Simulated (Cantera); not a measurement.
# Reactions in the system C-N-O-Ta

Source: NASA polynomial tables (part measured, part estimated), evaluated in Cantera. Values are per mole of reaction as written; species without (g) are pure solids or liquids, kept so even where they would boil at 1 bar. TaC: taken at fixed stoichiometry.

TaC + 2 CO(g) → TaO2(g) + 3 C

| T (K) | ΔH° (kJ) | ΔS° (J/K) | ΔG° (kJ) | log10 K |
|---|---|---|---|---|
| 300 | 164.3 | -140.4 | 206.4 | -35.93 |
| 2400 | 163.5 | -148.5 | 520.0 | -11.32 |
| 2425 | 163.5 | -148.5 | 523.7 | -11.28 |
| 2450 | 163.5 | -148.5 | 527.4 | -11.24 |
| 2475 | 163.5 | -148.5 | 531.1 | -11.21 |
| 2500 | 163.5 | -148.5 | 534.8 | -11.17 |
| 2525 | 163.5 | -148.6 | 538.5 | -11.14 |

N2O(g) + Ta2O5 → 2 NO(g) + 2 TaO2(g)

| T (K) | ΔH° (kJ) | ΔS° (J/K) | ΔG° (kJ) | log10 K | condensed phases |
|---|---|---|---|---|---|
| 300 | 1745.2 | 618.7 | 1559.6 | -271.55 | Ta2O5(s) |
| 2400 | 1484.2 | 444.0 | 418.5 | -9.11 | Ta2O5(l) |
| 2425 | 1481.3 | 442.9 | 407.4 | -8.78 | Ta2O5(l) |
| 2450 | 1478.5 | 441.7 | 396.3 | -8.45 | Ta2O5(l) |
| 2475 | 1475.6 | 440.5 | 385.3 | -8.13 | Ta2O5(l) |
| 2500 | 1472.8 | 439.4 | 374.3 | -7.82 | Ta2O5(l) |
| 2525 | 1470.0 | 438.3 | 363.3 | -7.52 | Ta2O5(l) |
